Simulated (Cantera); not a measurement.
A Cantera script and what it prints.

```python
import numpy as np
import cantera as ct

gas_names = """
    C CH CH2 CH3 CH4 C2 C2H C2H2,acetylene C2H2,vinylidene C2H3,vinyl C2H4 C2H5 C2H6 C3 C3H3,propargyl
    C3H4,allene C3H4,propyne C3H4,cyclo- C3H5,allyl C3H6,propylene C3H6,cyclo- C3H7,n-propyl
    C3H7,i-propyl C3H8 C4 C4H2 C4H4,1,3-cyclo- C4H6,butadiene C4H6,2-butyne C4H6,cyclo- C4H8,1-butene
    C4H8,cis2-buten C4H8,tr2-butene C4H8,isobutene C4H8,cyclo- C4H9,n-butyl C4H9,i-butyl C4H9,s-butyl
    C4H9,t-butyl C4H10,isobutane C4H10,n-butane C5 C5H6,1,3cyclo- C5H8,cyclo- C5H10,1-pentene
    C5H10,cyclo- C5H11,pentyl C5H11,t-pentyl C5H12,n-pentane C5H12,i-pentane CH3C(CH3)2CH3 C6H2
    C6H5,phenyl C6H6 C6H10,cyclo- C6H12,1-hexene C6H12,cyclo- C6H13,n-hexyl C7H7,benzyl C7H8
    C7H14,1-heptene C7H15,n-heptyl C7H16,n-heptane C8H8,styrene C8H10,ethylbenz C8H16,1-octene
    C8H17,n-octyl C8H18,isooctane C8H18,n-octane C9H19,n-nonyl C10H8,naphthale C10H21,n-decyl
    C12H9,o-bipheny C12H10,bipheny H H2
""".split()
cond_names = """
    C(gr) C6H6(L) C7H8(L) C8H18(L),n-octa
""".split()


def load(file, names, dense=False):
    # The tables refer to 1 bar. Condensed volumes are neglected.
    table = {s.name: s for s in ct.Species.list_from_file(file)}
    out = []
    for n in names:
        d = dict(table[n].input_data)
        d["thermo"] = dict(d["thermo"], **{"reference-pressure": 1e5})
        if dense:
            d["equation-of-state"] = {"model": "constant-volume", "density": "1e6 g/cm^3"}
        out.append(ct.Species.from_dict(d))
    return out


gas = ct.Solution(thermo="ideal-gas", species=load("nasa_gas.yaml", gas_names))
cond = {s.name: ct.Solution(thermo="fixed-stoichiometry", species=[s], name=s.name)
        for s in load("nasa_condensed.yaml", cond_names, dense=True)}
atoms = {
    'n-butane': {'C': 4, 'H': 10},
    'H2': {'H': 2},
}
top_T = {'C(gr)': 4500}  # K; cautious upper limits of use, not melting points


def equilibrate(T, P, feed):
    n = {}
    for name, mol in feed.items():
        for a, k in atoms[name].items():
            n[a] = n.get(a, 0.0) + k * mol
    gas.TPX = T, P, n
    mass = sum(n.values()) * gas.mean_molecular_weight
    gas.equilibrate("TP")
    valid = [c for c in cond.values() if c.min_temp <= T <= top_T.get(c.name, c.max_temp)]
    mix = ct.Mixture([(gas, mass / gas.mean_molecular_weight)] + [(c, 0.0) for c in valid])
    mix.T, mix.P = T, P
    mix.equilibrate("TP", solver="vcs", rtol=1e-11, max_steps=5000)
    return mix


results = []
feed = {'n-butane': 1, 'H2': 33}  # mol
P = 101325  # Pa
for T in [2723, 2773, 2823, 2873, 2923, 2973, 3023, 3073]:
    mix = equilibrate(T, P, feed)
    results.append((T, P, feed, dict(zip(mix.species_names, mix.species_moles))))

top = {s: max(r[3][s] / sum(r[3][g] for g in gas_names) for r in results) for s in gas_names}
cols = sorted((s for s in top if top[s] > 0.001), key=lambda s: -top[s])[:6]
seen = [c for c in cond_names if any(r[3].get(c, 0) > 1e-12 for r in results)]
print("log10 of partial pressures in bar; condensed amounts in mol")
print(f"{'T/K':>10s}" + "".join(f"{s[:9]:>10s}" for s in cols + seen))
for T, P, feed, n in results:
    ng = sum(n[g] for g in gas_names)
    print(f"{T:10.4g}" + "".join(f"{np.log10(max(n[s] / ng * P / 1e5, 1e-99)):10.3f}" for s in cols)
          + "".join(f"{n.get(c, 0):10.4g}" for c in seen))
```

It prints:

```
log10 of partial pressures in bar; condensed amounts in mol
       T/K        H2         H C2H2,acet       C2H      C4H2     C(gr)
      2723    -0.032    -1.224    -1.624    -3.772    -3.597     2.095
      2773    -0.039    -1.148    -1.556    -3.583    -3.453     1.744
      2823    -0.048    -1.076    -1.491    -3.402    -3.316     1.345
      2873    -0.057    -1.007    -1.431    -3.228    -3.185    0.8948
      2923    -0.068    -0.941    -1.374    -3.061    -3.060    0.3877
      2973    -0.080    -0.878    -1.340    -2.920    -2.979         0
      3023    -0.090    -0.816    -1.349    -2.826    -2.987         0
      3073    -0.102    -0.757    -1.360    -2.736    -2.997         0
```

Method: chemical equilibrium by Gibbs-energy minimisation in Cantera with the NASA 1993 tables (ideal gas, pure condensed phases).
